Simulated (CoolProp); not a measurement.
1-butene along the isotherm 468.6 K: density (kg/m³) from the reference equation and from simpler models built on Tc = 419.3 K, pc = 4006 kPa, ω = 0.192; each cubic takes its own stable root.

The numbers come from the reference Helmholtz-energy equation of state, Lemmon 2005 in CoolProp. It is a short technical equation, of lower accuracy than the large ones.

```csv
p (kPa),phase,reference,ideal gas,van der Waals
143,gas,2.077,2.059,2.076
286,gas,4.192,4.119,4.187
429,gas,6.344,6.178,6.334
572,gas,8.537,8.237,8.519
715,gas,10.77,10.30,10.74
858,gas,13.05,12.36,___
1000,gas,15.36,14.40,15.30
1140,gas,17.68,16.42,___
1290,gas,20.22,18.58,20.13
1430,gas,22.65,20.59,22.54
1570,gas,25.12,22.61,24.99
1720,gas,27.84,24.77,___
1860,gas,30.44,26.78,30.26
2000,gas,33.10,28.80,32.90
```

**Question.** What belongs in the gaps?

**Answer.** 
- 858, van der Waals: 13.01
- 1140, van der Waals: 17.61
- 1720, van der Waals: 27.69
